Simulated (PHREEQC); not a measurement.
Consider water at 45 °C with 0.21 mol/kgw Na2S and 0.0057 mol/kgw HCl. Closed to the air; pH follows from the charge balance.

Equilibrium calculation in PHREEQC: ion-association model, phreeqc.dat.

Precipitation was switched off in this run.

**Question.** Estimate the pH, specific conductance, activity of water.

**Answer.** pH 12.07; specific conductance 53300 µS/cm; activity of water 0.988.

Species that the database lacks are ignored. With this much S-2 the pH rests on the database's HS-/S-2 constant; if that pK is higher, the solution is more alkaline. Constants without temperature data keep their 25 °C values here. The database's pK near 12.9 for HS-/S-2 is now thought far too low, so its S-2 is overstated.
